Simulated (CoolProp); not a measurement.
Tetrahydrofuran along the isobar 360 kPa: fugacity coefficient from the reference equation and from simpler models built on Tc = 540.2 K, pc = 5304 kPa, ω = 0.234; each cubic takes its own stable root.

Computed with CoolProp (reference Helmholtz-energy equation of state, Fiedler 2023).

| T (K) | phase | reference |
|---|---|---|
| 281.4 | liquid | 0.02754 |
| 290.6 | liquid | 0.04291 |
| 299.8 | liquid | 0.06470 |
| 309 | liquid | 0.09470 |
| 318.3 | liquid | 0.1354 |
| 327.5 | liquid | 0.1882 |
| 336.7 | liquid | 0.2558 |
| 345.9 | liquid | 0.3406 |
| 355.1 | liquid | 0.4451 |
| 364.4 | liquid | 0.5733 |
| 373.6 | liquid | 0.7248 |
| 382.8 | liquid | 0.9029 |
| 392 | gas | 0.9372 |
| 401.3 | gas | 0.9416 |
| 410.5 | gas | 0.9455 |

Task: How far does each simpler model (van der Waals, Redlich-Kwong) lie from the reference over these 15 states: mean and median of the absolute difference, and the worst?

Result: 
- van der Waals: mean 447.4 %, median 177.0 %, worst +1776.2 % at 281.4 K and 360 kPa
- Redlich-Kwong: mean 55.2 %, median 63.0 %, worst +110.6 % at 281.4 K and 360 kPa

At some of these states van der Waals, Redlich-Kwong gives the other phase, because its saturation line lies elsewhere.
